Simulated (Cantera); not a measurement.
Mixture: C3H8 : O2 : N2 = 0.41 : 5.68 : 21.4 (molar parts), equivalence ratio 0.36, at 290000 Pa, adiabatic and at constant volume. Ignition delay is the time to a rise of 400 K.

Computed with Cantera and GRI-Mech 3.0 (53 species, 325 reactions). GRI-Mech 3.0 was tuned for natural gas; its chemistry of propane as a main component is partial and can be far from experiment.

Task: Predict: delay at 1250 K; delay at 1400 K; delay at 1550 K; delay at 1700 K; delay at 1850 K; apparent activation energy between 1700 and 1850 K.

Result: 
```
Item                                                    Result
--------------------------------------------------  ----------
delay at 1250 K                                        1.16 ms
delay at 1400 K                                       0.111 ms
delay at 1550 K                                        22.8 µs
delay at 1700 K                                        8.35 µs
delay at 1850 K                                        4.42 µs
apparent activation energy between 1700 and 1850 K  110 kJ/mol
```
